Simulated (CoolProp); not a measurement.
Properties of hydrogen chloride along the isotherm 317.3 K (Tc = 324.7 K, pc = 8.314 MPa, ω = 0.130).

Values from CoolProp's reference Helmholtz-energy equation of state, Thol 2018.

| p (MPa) | phase | cp (kJ/(kg K)) | Joule-Thomson coefficient (K/MPa) |
|---|---|---|---|
| 6.4 | gas | 3.394 | 10.74 |
| 12.8 | liquid | 2.421 | 0.7131 |
| 19.2 | liquid | 2.019 | 0.3341 |
| 25.6 | liquid | 1.848 | 0.1505 |
| 32 | liquid | 1.748 | 0.03697 |
| 38.4 | liquid | 1.680 | -0.04176 |
| 44.8 | liquid | 1.631 | -0.1002 |
| 51.2 | liquid | 1.594 | -0.1455 |
| 57.6 | liquid | 1.564 | -0.1817 |
| 64 | liquid | 1.539 | -0.2115 |
| 70.3 | liquid | 1.519 | -0.2360 |
| 76.7 | liquid | 1.502 | -0.2572 |
| 83.1 | liquid | 1.487 | -0.2753 |
